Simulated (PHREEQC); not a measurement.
A solution holds 0.97 mmol/kgw NH4HSO4, at 11 °C. Closed to the air; pH follows from the charge balance.

Computed with PHREEQC (ion-association model, phreeqc.dat).

Each row changes one thing in this solution. Precipitation was switched off in this run.

```csv
case,pH,ionic strength (mol/kgw),NH3 (mol/kgw)
as made,3.06,0.00279,2.09e-10
NH4HSO4 replaced by NH4HF2 at the same molality,[?],0.00136,[?]
NH4HSO4 from 0.00097 to 0.00146 mol/kgw,[?],0.00414,[?]
temperature from 11 to 80 °C,3.13,0.00252,1.81e-8
6.7e-05 mol/kgw HF added,3.04,0.00282,2.02e-10
temperature from 11 to 15 °C,3.06,0.00279,[?]
```

### Question
Complete the blanks.

### Answer

- NH4HSO4 replaced by NH4HF2 at the same molality, pH: 3.42
- NH4HSO4 replaced by NH4HF2 at the same molality, NH3 (mol/kgw): 4.98e-10
- NH4HSO4 from 0.00097 to 0.00146 mol/kgw, pH: 2.89
- NH4HSO4 from 0.00097 to 0.00146 mol/kgw, NH3 (mol/kgw): 2.12e-10
- temperature from 11 to 15 °C, NH3 (mol/kgw): 2.85e-10

At this temperature some constants are extrapolated from 25 °C, and those without enthalpy data are left unchanged.
